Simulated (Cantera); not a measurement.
A closed system holds: 1 mol SiH₂Cl₂, a varied amount of N₂, at 1252 °C and 1.10 bar.

Method: chemical equilibrium by Gibbs-energy minimisation in Cantera with the NASA 1993 tables (ideal gas, pure condensed phases). Candidate condensed phases: NH₄Cl, Si, Si₃N₄; 28 gas species. The tables' values for SiCl₃ are old estimates; treat these amounts as uncertain. The numbers say what is thermodynamically allowed, not how fast it happens.

### Question
At 81 mol N₂, list the 4 most abundant gas species with their mole fractions, and the condensed phases.

### Answer
N₂ 0.977, HCl 0.0181, H₂ 0.00310, SiCl₄ 0.000922. Condensed: Si₃N₄(s).
